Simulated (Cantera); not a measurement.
**Halide evaporation, hydrolysis and transport: CsCl + O₂ + H₂**

Charge: 1 mol CsCl, 0.08 mol O₂, a varied amount of H₂, held at 1723.15 K and 0.120 bar.

Cantera equilibrium calculation (NASA polynomials, part measured and part estimated; ideal gas, pure solids and liquids). Candidate condensed phases: Cs, CsCl, CsOH, H₂O; 22 gas species. Rates play no part.

```
n(H₂) (mol)  log p H₂  log p CsCl  log p H₂O  log p HCl  log p Cs  log p H  log p Cs₂Cl₂  log p CsOH
-----------  --------  ----------  ---------  ---------  --------  -------  ------------  ----------
5.7             -1.00       -1.76      -2.55      -3.48     -3.52    -4.24         -4.44       -4.55
7.7             -0.98       -1.87      -2.66      -3.53     -3.56    -4.23         -4.67       -4.72
11              -0.97       -2.01      -2.80      -3.60     -3.63    -4.22         -4.95       -4.93
14              -0.96       -2.11      -2.90      -3.65     -3.67    -4.22         -5.15       -5.07
20              -0.95       -2.26      -3.04      -3.73     -3.74    -4.21         -5.45       -5.29
27              -0.94       -2.39      -3.17      -3.79     -3.80    -4.21         -5.70       -5.48
37              -0.94       -2.52      -3.30      -3.86     -3.86    -4.21         -5.97       -5.68
50              -0.93       -2.65      -3.43      -3.92     -3.93    -4.20         -6.23       -5.87
69              -0.93       -2.79      -3.56      -3.99     -4.00    -4.20         -6.52       -6.08
94              -0.93       -2.93      -3.70      -4.06     -4.06    -4.20         -6.79       -6.28
```
log p: log10 of the partial pressure in bar; nothing condenses.

From 5.7 mol H₂ to 94 mol H₂ nothing is condensed. The main Cs-bearing gas is CsCl throughout.
